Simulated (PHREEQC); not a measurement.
# Polishing slurry liquid: speciation

Dissolve 0.14 mol/kgw TMAH and 3.7e-05 mol/kgw K2SO4 at 25 °C. Closed to the air; pH follows from the charge balance.

Equilibrium calculation in PHREEQC: ion-association model, phreeqc.dat.

Precipitation was switched off in this run.

What pH does the model give?

pH 13.01.

Species that the database lacks are ignored. (CH3)4N+ isn't in the database: it is added as a free cation with an ion size of 4 Å.
